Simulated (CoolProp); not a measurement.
Oxygen along the isotherm -173.55 °C: Z from the reference equation and from simpler models built on Tc = -118.6 °C, pc = 50.46 bar, ω = 0.022; each cubic takes its own stable root.

Computed with CoolProp (reference Helmholtz-energy equation of state, Schmidt 1985).

```tsv
p (bar)	phase	reference
1.6	gas	0.9614
2.34	gas	0.9423
3.44	liquid	0.01216
5.05	liquid	0.01784
7.41	liquid	0.02616
10.9	liquid	0.03845
16	liquid	0.05637
23.4	liquid	0.08229
34.4	liquid	0.1206
50.5	liquid	0.1764
74.1	liquid	0.2575
109	liquid	0.3760
160	liquid	0.5463
234	liquid	0.7884
344	liquid	1.139
505	liquid	1.636
```

### Question
How far does each simpler model (van der Waals, Soave-Redlich-Kwong) lie from the reference over these 16 states: mean and median of the absolute difference, and the worst?

### Answer
- van der Waals: mean 822.2 %, median 43.4 %, worst +7635.2 % at -173.55 °C and 3.44 bar
- Soave-Redlich-Kwong: mean 0.4 %, median 0.4 %, worst -0.8 % at -173.55 °C and 344 bar

At some of these states van der Waals gives the other phase, because its saturation line lies elsewhere.
